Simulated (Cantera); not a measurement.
**Equilibrium for calcination and drying: CsOH + H2 + H2O**

Charge: 1 mol CsOH, 0.34 mol H2, 5.8 mol H2O, held at 2148 K and 200 Pa.

Cantera equilibrium calculation (NASA polynomials, part measured and part estimated; ideal gas, pure solids and liquids). Candidate condensed phases: Cs, CsOH, H2O; 15 gas species. Equilibrium is a limit: real reactors are often held back by kinetics, nucleation or transport.

The x(H2O) is 0.707, the x(Cs) comes out as 0.0891 and the x(H2) is 0.0724. The x(CsOH) is 0.0351, the x(O2) is 0.0319 and the x(OH) is 0.0315. The x(H) is 0.0251 and the x(O) is 0.00770. The x(CsO) comes out as 0.000109, the gas amount is 8.045 mol and the log10 activity of CsOH(l) (absent) is -6.06.
